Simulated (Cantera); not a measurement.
A freely propagating, adiabatic, planar premixed flame of 13.4 % CH3OH, 18.2 % O2, 68.5 % N2, equivalence ratio 1.1, unburnt at 450 K and 1.01 bar; mixture-averaged transport, grid criteria slope 0.08 and curve 0.16, no radiation.

Detailed kinetics in Cantera: GRI-Mech 3.0 (53 species, 325 reactions). GRI-Mech 3.0 was tuned for natural gas; its chemistry of methanol as a main component is partial and can be far from experiment. Burning velocities carry a grid error of a few per cent, more on coarse grids.

Problem. Predict: laminar burning velocity; thermal thickness; peak x(CO); peak x(HO2); peak x(C2H).

Solution. 
- laminar burning velocity: 91.1 cm/s
- thermal thickness: 0.269 mm
- peak x(CO): 0.0801
- peak x(HO2): 0.00296
- peak x(C2H): <1e-8
